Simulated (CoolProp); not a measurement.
R236EA along the isotherm 88.15 °C: Z from the reference equation and from simpler models built on Tc = 139.3 °C, pc = 34.14 bar, ω = 0.368; each cubic takes its own stable root.

The numbers come from the reference Helmholtz-energy equation of state, Rui 2013 in CoolProp.

```json
[
 {"p (bar)": "4", "phase": "gas", "reference": "0.9311"},
 {"p (bar)": "8", "phase": "gas", "reference": "0.8516"},
 {"p (bar)": "16", "phase": "liquid", "reference": "0.06797"},
 {"p (bar)": "20", "phase": "liquid", "reference": "0.08459"},
 {"p (bar)": "24", "phase": "liquid", "reference": "0.1011"},
 {"p (bar)": "28", "phase": "liquid", "reference": "0.1175"},
 {"p (bar)": "32", "phase": "liquid", "reference": "0.1337"},
 {"p (bar)": "36", "phase": "liquid", "reference": "0.1499"},
 {"p (bar)": "40", "phase": "liquid", "reference": "0.1660"},
 {"p (bar)": "44", "phase": "liquid", "reference": "0.1820"},
 {"p (bar)": "48", "phase": "liquid", "reference": "0.1979"},
 {"p (bar)": "52", "phase": "liquid", "reference": "0.2137"},
 {"p (bar)": "56", "phase": "liquid", "reference": "0.2294"},
 {"p (bar)": "60", "phase": "liquid", "reference": "0.2451"}
]
```

Question: How far does each simpler model (van der Waals, Redlich-Kwong, Soave-Redlich-Kwong, Peng-Robinson) lie from the reference over these 14 states: mean and median of the absolute difference, and the worst?

Answer: 
- van der Waals: mean 121.2 %, median 59.9 %, worst +1012.8 % at 88.15 °C and 16 bar
- Redlich-Kwong: mean 17.0 %, median 18.5 %, worst +24.2 % at 88.15 °C and 16 bar
- Soave-Redlich-Kwong: mean 10.9 %, median 12.2 %, worst +14.7 % at 88.15 °C and 16 bar
- Peng-Robinson: mean 0.7 %, median 0.7 %, worst -1.6 % at 88.15 °C and 60 bar

At some of these states van der Waals gives the other phase, because its saturation line lies elsewhere.
